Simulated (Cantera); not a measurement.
Charge: 1 mol Ta2O5, 26 mol H2, held at 2050 K and 110 Pa.

Equilibrium computed with Cantera from the NASA thermochemical tables; the gas is ideal and each condensed phase is pure. Candidate condensed phases: H2O, Ta, Ta2O5; 12 gas species. Mutual solubility and eutectic melting of coexisting phases are not modelled. Condensed phases not in the tables: N, O or C dissolved in the metal. The numbers say what is thermodynamically allowed, not how fast it happens.

Base state: H2 0.929, H 0.0659, TaO2 0.00223, H2O 0.00210, TaO 0.000425, OH 1.63e-5 (mole fractions); condensed: Ta(s) + Ta2O5(s).

Problem. What changes in the equilibrium state with this change: temperature from 2050 K to 1723 K?

Solution. 
```json
[
 {"species": "H2", "before": "0.929", "after": "0.994"},
 {"species": "H", "before": "0.0659", "after": "0.00548"},
 {"species": "H2O", "before": "0.00210", "after": "0.000440"},
 {"species": "TaO2", "before": "0.00223", "after": "3.43e-6"},
 {"species": "TaO", "before": "0.000425", "after": "6.85e-7"},
 {"species": "OH", "before": "1.63e-5", "after": "1.33e-7"},
 {"species": "Ta(s), mol", "before": "0.00398", "after": "0.00457"},
 {"species": "Ta2O5(s), mol", "before": "0.962", "after": "0.998"}
]
```

Problem. What changes in the equilibrium state with this change: temperature from 2050 K to 2000 K?

Solution. 
| species | before | after |
|---|---|---|
| H2 | 0.929 | 0.949 |
| H | 0.0659 | 0.0478 |
| H2O | 0.00210 | 0.00174 |
| TaO2 | 0.00223 | 0.000956 |
| TaO | 0.000425 | 0.000183 |
| OH | 1.63e-5 | 8.73e-6 |
| Ta(s), mol | 0.00398 | 0.0106 |
| Ta2O5(s), mol | 0.962 | 0.980 |
